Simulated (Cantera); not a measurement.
A Cantera script and what it prints.

```python
import numpy as np
import cantera as ct

gas_names = """
    CL CL2 H HCL H2 Si SiCL SiCL2 SiCL3 SiCL4 SiH SiHCL3 SiH2 SiH2CL2 SiH3 SiH3CL SiH4 Si2 Si3
""".split()
cond_names = """
    Si(cr) Si(L)
""".split()


# ... load() reads the species with a 1 bar reference pressure and builds the phases ...
atoms = {
    'SiH4': {'Si': 1, 'H': 4},
    'HCl': {'H': 1, 'CL': 1},
    'H2': {'H': 2},
}
top_T = {}  # K; cautious upper limits of use, not melting points


# ... equilibrate(T, P, feed) seeds the gas with the atoms and calls Mixture.equilibrate('TP', solver="gibbs", rtol=1e-10, max_steps=50000) ...
results = []
T = 1275  # K
P = 101325  # Pa
for m in [11, 14, 17, 21, 25, 31, 38, 47, 58, 71]:
    feed = {'SiH4': 1, 'HCl': 3, 'H2': m}  # mol
    mix = equilibrate(T, P, feed)
    results.append((T, P, feed, dict(zip(mix.species_names, mix.species_moles))))

top = {s: max(r[3][s] / sum(r[3][g] for g in gas_names) for r in results) for s in gas_names}
cols = sorted((s for s in top if top[s] > 1e-05), key=lambda s: -top[s])[:7]
seen = [c for c in cond_names if any(r[3].get(c, 0) > 1e-12 for r in results)]
print("log10 of partial pressures in bar; condensed amounts in mol")
print(f"{'n(H2)':>10s}" + "".join(f"{s[:9]:>10s}" for s in cols + seen))
for T, P, feed, n in results:
    ng = sum(n[g] for g in gas_names)
    print(f"{feed['H2']:10.4g}" + "".join(f"{np.log10(max(n[s] / ng * P / 1e5, 1e-99)):10.3f}" for s in cols)
          + "".join(f"{n.get(c, 0):10.4g}" for c in seen))
```

Output:

```
log10 of partial pressures in bar; condensed amounts in mol
     n(H2)        H2       HCL     SiCL4    SiHCL3     SiCL2     SiCL3   SiH2CL2    Si(cr)
        11    -0.036    -1.326    -1.720    -1.825    -2.201    -2.367    -2.788    0.2957
        14    -0.031    -1.351    -1.834    -1.908    -2.258    -2.453    -2.840    0.3163
        17    -0.027    -1.374    -1.934    -1.981    -2.308    -2.528    -2.886     0.336
        21    -0.023    -1.402    -2.051    -2.066    -2.366    -2.615    -2.940    0.3609
        25    -0.020    -1.426    -2.154    -2.143    -2.418    -2.693    -2.989    0.3844
        31    -0.017    -1.459    -2.291    -2.244    -2.487    -2.796    -3.054    0.4173
        38    -0.014    -1.492    -2.431    -2.347    -2.557    -2.901    -3.121    0.4525
        47    -0.012    -1.530    -2.589    -2.465    -2.636    -3.019    -3.198    0.4933
        58    -0.009    -1.572    -2.759    -2.591    -2.721    -3.147    -3.280    0.5373
        71    -0.007    -1.615    -2.936    -2.723    -2.809    -3.279    -3.367    0.5825
```

Cantera equilibrium calculation (NASA polynomials, part measured and part estimated; ideal gas, pure solids and liquids). The tables' values for SiCl3 are old estimates; treat these amounts as uncertain.
